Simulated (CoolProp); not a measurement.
Vapour-liquid equilibrium of n-pentane (1) + cyclohexane (2) at 98.35 °C; x and y are mole fractions of (1).

Values from CoolProp's multi-fluid Helmholtz-energy mixture model, Thol 2019 and Zhou 2014; pair parameters Bell 2016.

| x | bubble pressure, mixture model (kPa) | bubble pressure, Raoult's law (kPa) | y, mixture model | y, Raoult's law |
|---|---|---|---|---|
| 0.05 | 189.8 | 187.4 | 0.156 | 0.152 |
| 0.125 | 222.5 | 217.7 | 0.328 | 0.328 |
| 0.2 | 254.1 | 248.0 | 0.453 | 0.461 |
| 0.275 | 284.8 | 278.3 | 0.550 | 0.564 |
| 0.35 | 314.7 | 308.7 | 0.628 | 0.648 |
| 0.425 | 344.2 | 339.0 | 0.693 | 0.716 |
| 0.5 | 373.4 | 369.3 | 0.749 | 0.774 |
| 0.575 | 402.4 | 399.6 | 0.797 | 0.822 |
| 0.65 | 431.4 | 429.9 | 0.840 | 0.864 |
| 0.725 | 460.6 | 460.2 | 0.879 | 0.900 |
| 0.8 | 490.1 | 490.5 | 0.915 | 0.932 |
| 0.875 | 520.1 | 520.8 | 0.949 | 0.960 |
| 0.95 | 550.6 | 551.2 | 0.980 | 0.985 |

The largest gap from Raoult's law is +2.5 % in bubble pressure, at x = 0.2. No azeotrope shows between x = 0.05 and 0.95.

Pair parameters are fitted to limited data, so mixtures are less certain than the pure fluids.
